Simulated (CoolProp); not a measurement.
Model: reference Helmholtz-energy equation of state, Schroeder 2014, in CoolProp.

Q: For ethanol, give the phase and the speed of sound (m/s), Joule-Thomson coefficient (K/MPa), conductivity (mW/(m K)) at 214.7 K and 5.13 bar; 342.7 K and 5.15 bar; 324.1 K and 23.2 bar.

A: 
- 214.7 K and 5.13 bar: liquid; speed of sound 1470, Joule-Thomson coefficient -0.459, conductivity 188
- 342.7 K and 5.15 bar: liquid; speed of sound 999, Joule-Thomson coefficient -0.265, conductivity 156
- 324.1 K and 23.2 bar: liquid; speed of sound 1070, Joule-Thomson coefficient -0.307, conductivity 160

Thermal conductivity comes from a separate model (Assael 2013).
